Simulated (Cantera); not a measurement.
Input: 1 mol Si, 2.7 mol H2, 1.6 mol HCl, held at 135 Torr.

Cantera equilibrium calculation (NASA polynomials, part measured and part estimated; ideal gas, pure solids and liquids). Candidate condensed phases: Si; 19 gas species. The tables' values for SiCl3, SiCl are old estimates; treat these amounts as uncertain. Gases not in the tables: Si2H6 and higher silanes. Kinetics and transport are ignored.

x: gas mole fraction; n: condensed amount in mol.

```json
[
 {"T (°C)": "1125", "x H2": "0.779", "x HCl": "0.120", "x SiCl2": "0.0548", "x SiCl4": "0.0199", "x SiCl3": "0.0160", "x SiHCl3": "0.00907", "n Si(s)": "0.584", "n Si(l)": "0"},
 {"T (°C)": "1150", "x H2": "0.773", "x HCl": "0.126", "x SiCl2": "0.0617", "x SiCl4": "0.0159", "x SiCl3": "0.0158", "x SiHCl3": "0.00759", "n Si(s)": "0.577", "n Si(l)": "0"},
 {"T (°C)": "1175", "x H2": "0.767", "x HCl": "0.130", "x SiCl2": "0.0683", "x SiCl4": "0.0124", "x SiCl3": "0.0152", "x SiHCl3": "0.00626", "n Si(s)": "0.570", "n Si(l)": "0"},
 {"T (°C)": "1200", "x H2": "0.762", "x HCl": "0.134", "x SiCl2": "0.0743", "x SiCl4": "?", "x SiCl3": "0.0144", "x SiHCl3": "?", "n Si(s)": "0.563", "n Si(l)": "0"},
 {"T (°C)": "1225", "x H2": "0.758", "x HCl": "0.137", "x SiCl2": "0.0797", "x SiCl4": "0.00724", "x SiCl3": "0.0134", "x SiHCl3": "0.00411", "n Si(s)": "0.557", "n Si(l)": "0"},
 {"T (°C)": "1250", "x H2": "0.755", "x HCl": "0.140", "x SiCl2": "0.0844", "x SiCl4": "?", "x SiCl3": "0.0124", "x SiHCl3": "?", "n Si(s)": "0.552", "n Si(l)": "0"},
 {"T (°C)": "1275", "x H2": "0.752", "x HCl": "0.141", "x SiCl2": "0.0884", "x SiCl4": "0.00404", "x SiCl3": "0.0113", "x SiHCl3": "0.00263", "n Si(s)": "0.547", "n Si(l)": "0"},
 {"T (°C)": "1300", "x H2": "0.750", "x HCl": "0.143", "x SiCl2": "0.0919", "x SiCl4": "0.00300", "x SiCl3": "0.0102", "x SiHCl3": "0.00209", "n Si(s)": "0.543", "n Si(l)": "0"},
 {"T (°C)": "1325", "x H2": "0.748", "x HCl": "0.144", "x SiCl2": "0.0949", "x SiCl4": "0.00222", "x SiCl3": "0.00922", "x SiHCl3": "0.00166", "n Si(s)": "0.539", "n Si(l)": "0"},
 {"T (°C)": "1350", "x H2": "0.747", "x HCl": "0.144", "x SiCl2": "0.0974", "x SiCl4": "0.00164", "x SiCl3": "0.00828", "x SiHCl3": "0.00132", "n Si(s)": "0.535", "n Si(l)": "0"},
 {"T (°C)": "1375", "x H2": "0.746", "x HCl": "0.145", "x SiCl2": "0.0995", "x SiCl4": "0.00122", "x SiCl3": "0.00743", "x SiHCl3": "0.00105", "n Si(s)": "0.532", "n Si(l)": "0"},
 {"T (°C)": "1400", "x H2": "0.745", "x HCl": "0.145", "x SiCl2": "0.101", "x SiCl4": "0.000911", "x SiCl3": "0.00665", "x SiHCl3": "0.000841", "n Si(s)": "0.530", "n Si(l)": "0"},
 {"T (°C)": "1425", "x H2": "0.744", "x HCl": "0.146", "x SiCl2": "0.102", "x SiCl4": "0.000688", "x SiCl3": "0.00597", "x SiHCl3": "0.000676", "n Si(s)": "0", "n Si(l)": "0.529"},
 {"T (°C)": "1450", "x H2": "0.742", "x HCl": "0.148", "x SiCl2": "0.102", "x SiCl4": "0.000531", "x SiCl3": "0.00538", "x SiHCl3": "0.000547", "n Si(s)": "0", "n Si(l)": "0.533"}
]
```

Question: Some entries are withheld; supply them.

Answer: 
- 1250, x SiCl4: 0.00543
- 1250, x SiHCl3: 0.00329
- 1200, x SiCl4: 0.00956
- 1200, x SiHCl3: 0.00510
